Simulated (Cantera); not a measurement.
Cantera run:

```python
import numpy as np
import cantera as ct

gas_names = [...]  # 95 gases of nasa_gas.yaml made of C, F, H
cond_names = """
    C(gr) C6H6(L) C7H8(L) C8H18(L),n-octa
""".split()


# ... load() reads the species with a 1 bar reference pressure and builds the phases ...
atoms = {
    'CH3F': {'C': 1, 'H': 3, 'F': 1},
    'CH4': {'C': 1, 'H': 4},
    'H2': {'H': 2},
}
top_T = {'C(gr)': 4500}  # K; cautious upper limits of use, not melting points


# ... equilibrate(T, P, feed) seeds the gas with the atoms and calls Mixture.equilibrate('TP', solver="vcs", rtol=1e-11, max_steps=5000) ...
results = []
feed = {'CH3F': 1, 'CH4': 0.17, 'H2': 14}  # mol
T = 2925  # K
P = 15  # Pa
mix = equilibrate(T, P, feed)
results.append((T, P, feed, dict(zip(mix.species_names, mix.species_moles))))
x = sorted(zip(gas.X, gas.species_names), reverse=True)
print(f"T = {T:g} K  P = {P:g} Pa  gas = {mix.phase_moles(0):.4g} mol")
print("   x: " + "  ".join(f"{s} {v:.3e}" for v, s in x if v > 0.0001))
print("   condensed (mol): " + ("  ".join(f"{mix.phase(i).name} {mix.phase_moles(i):.4g}"
      for i in range(1, mix.n_phases) if mix.phase_moles(i) > 1e-12) or "none"))
```

Result:

```
T = 2925 K  P = 15 Pa  gas = 32.7 mol
   x: H 9.329e-01  C 2.335e-02  HF 1.904e-02  F 1.139e-02  H2 8.397e-03  C3 2.717e-03  C2 1.892e-03  CF 1.613e-04  C2H 1.475e-04
   condensed (mol): none
```

Equilibrium computed with Cantera from the NASA thermochemical tables; the gas is ideal and each condensed phase is pure.
